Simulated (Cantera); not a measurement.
What does this Cantera script print?

```python
import numpy as np
import cantera as ct

gas_names = [...]  # 123 gases of nasa_gas.yaml made of C, H, O, Si
cond_names = """
    C(gr) C6H6(L) C7H8(L) C8H18(L),n-octa H2O(s) H2O(L) Si(cr) Si(L) SiC(b) SiO2(Lqz) SiO2(hqz) SiO2(L)
""".split()


# ... load() reads the species with a 1 bar reference pressure and builds the phases ...
atoms = {
    'TEOS': {'Si': 1, 'C': 8, 'H': 20, 'O': 4},
    'O3': {'O': 3},
}
top_T = {'C(gr)': 4500, 'SiC(b)': 3050}  # K; cautious upper limits of use, not melting points


# ... equilibrate(T, P, feed) seeds the gas with the atoms and calls Mixture.equilibrate('TP', solver="vcs", rtol=1e-11, max_steps=5000) ...
results = []
feed = {'TEOS': 1, 'O3': 1.1}  # mol
P = 5.2  # Pa
for T in [1248, 1298, 1348, 1398, 1448, 1498, 1548, 1598, 1648, 1698, 1748]:
    mix = equilibrate(T, P, feed)
    results.append((T, P, feed, dict(zip(mix.species_names, mix.species_moles))))

top = {s: max(r[3][s] / sum(r[3][g] for g in gas_names) for r in results) for s in gas_names}
cols = sorted((s for s in top if top[s] > 1e-06), key=lambda s: -top[s])[:5]
seen = [c for c in cond_names if any(r[3].get(c, 0) > 1e-12 for r in results)]
print("log10 of partial pressures in bar; condensed amounts in mol")
print(f"{'T/K':>10s}" + "".join(f"{s[:9]:>10s}" for s in cols + seen))
for T, P, feed, n in results:
    ng = sum(n[g] for g in gas_names)
    print(f"{T:10.4g}" + "".join(f"{np.log10(max(n[s] / ng * P / 1e5, 1e-99)):10.3f}" for s in cols)
          + "".join(f"{n.get(c, 0):10.4g}" for c in seen))
```

Result:

```
log10 of partial pressures in bar; condensed amounts in mol
       T/K        H2        CO         H       SiO        Si    SiC(b) SiO2(hqz)
      1248    -4.519    -4.667    -8.590    -6.717   -13.156    0.8789    0.0577
      1298    -4.522    -4.668    -8.231    -6.346   -12.197      0.85         0
      1348    -4.522    -4.668    -7.897    -6.346   -11.481      0.85         0
      1398    -4.522    -4.668    -7.586    -6.346   -10.817      0.85         0
      1448    -4.523    -4.668    -7.297    -6.346   -10.199      0.85         0
      1498    -4.523    -4.668    -7.026    -6.346    -9.623      0.85         0
      1548    -4.524    -4.668    -6.774    -6.347    -9.084    0.8498         0
      1598    -4.525    -4.669    -6.537    -6.348    -8.580    0.8495         0
      1648    -4.528    -4.670    -6.314    -6.352    -8.107    0.8486         0
      1698    -4.531    -4.671    -6.105    -6.360    -7.665    0.8461         0
      1748    -4.537    -4.673    -5.910    -6.379    -7.254      0.84         0
```

These are equilibrium values from Cantera (NASA tables, ideal gas, pure condensed phases), not measurements of a reactor. The feed counts by its element totals alone. Mutual solubility and eutectic melting of coexisting phases are not modelled. The tables hold silica as quartz up to 1696 K and as liquid above; real silica turns to tridymite and cristobalite and melts near 1996 K.
